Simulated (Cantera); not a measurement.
Input: 1 mol AlCl3, 30 mol H2O, 13 mol N2, 280 mol NH3, at 1525 K and 1.30 mbar.

These are equilibrium values from Cantera (NASA tables, ideal gas, pure condensed phases), not measurements of a reactor. Candidate condensed phases: Al, AlCl3, AlN, Al2O3, H2O, NH4Cl; 45 gas species. Kinetics and transport are ignored.

Base state: H2 0.694, N2 0.253, H2O 0.0471, HCl 0.00496, H 0.000547 (mole fractions); condensed: Al2O3(s).

Problem. What changes in the equilibrium state with this change: AlCl3 replaced by Al(CH3)3?

Solution. 
```tsv
species	before	after
H2	0.694	0.702
N2	0.253	0.251
H2O	0.0471	0.0417
HCl	0.00496	0
CO	0	0.00481
CO2	0	0.000106
H	0.000547	0.000550
Al2O3(s), mol	0.500	0.500
```
The feed counts by its element totals alone. Further candidate phases: C, C6H6, C7H8, C8H18.

Problem. What changes in the equilibrium state with this change: NH3 from 280 to 0.67 mol?

Solution. 
| species | before | after |
|---|---|---|
| H2O | 0.0471 | 0.621 |
| N2 | 0.253 | 0.291 |
| HCl | 0.00496 | 0.0652 |
| H2 | 0.694 | 0.0220 |
| OH | 1.15e-6 | 8.52e-5 |
| Cl | 3.13e-6 | 0.000231 |
| H | 0.000547 | 9.74e-5 |
| Al2O3(s), mol | 0.500 | 0.500 |
